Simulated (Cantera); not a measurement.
# Stirred combustor or abatement burner

A perfectly stirred reactor is fed with CH3OH : O2 : N2 = 1 : 2.68 : 12.9 (molar parts), equivalence ratio 0.56, at 1000000 Pa; it is adiabatic with a 425 K inlet, and is followed from long to short residence time, starting on the burning branch (τ in s: 0.29, 0.13, 0.061, 0.028, 0.013, 0.006, 0.0027, 0.0013, 0.00058, 0.00027, 0.00012, 5.7e-05).

Computed with Cantera and GRI-Mech 3.0 (53 species, 325 reactions). GRI-Mech 3.0 was tuned for natural gas; its chemistry of methanol as a main component is partial and can be far from experiment.

| τ (s) | T (K) | x CH3OH | x O2 | x C2H4 | x CH2 | x CO2 |
|---|---|---|---|---|---|---|
| 0.29 | 1559 | 2.05e-6 | 0.0691 | <1e-12 | 1.17e-11 | 0.0585 |
| 0.13 | 1558 | 3.99e-6 | 0.0691 | <1e-12 | 2.26e-11 | 0.0584 |
| 0.061 | 1557 | 7.54e-6 | 0.0692 | <1e-12 | 4.18e-11 | 0.0582 |
| 0.028 | 1555 | 1.48e-5 | 0.0694 | 2.27e-12 | 7.83e-11 | 0.0579 |
| 0.013 | 1550 | 3.02e-5 | 0.0697 | 6.30e-12 | 1.44e-10 | 0.0573 |
| 0.0060 | 1537 | 6.78e-5 | 0.0704 | 1.94e-11 | 2.50e-10 | 0.0557 |
| 0.0027 | 1495 | 0.000219 | 0.0731 | 6.50e-11 | 3.28e-10 | 0.0504 |
| 0.0013 | 425 | 0.0603 | 0.162 | <1e-12 | <1e-12 | <1e-12 |
| 0.00058 | 425 | 0.0603 | 0.162 | <1e-12 | <1e-12 | <1e-12 |
| 0.00027 | 425 | 0.0603 | 0.162 | <1e-12 | <1e-12 | <1e-12 |
| 0.00012 | 425 | 0.0603 | 0.162 | <1e-12 | <1e-12 | <1e-12 |
| 5.7e-5 | 425 | 0.0603 | 0.162 | <1e-12 | <1e-12 | <1e-12 |
x: mole fraction; the columns are a selection and need not sum to one.
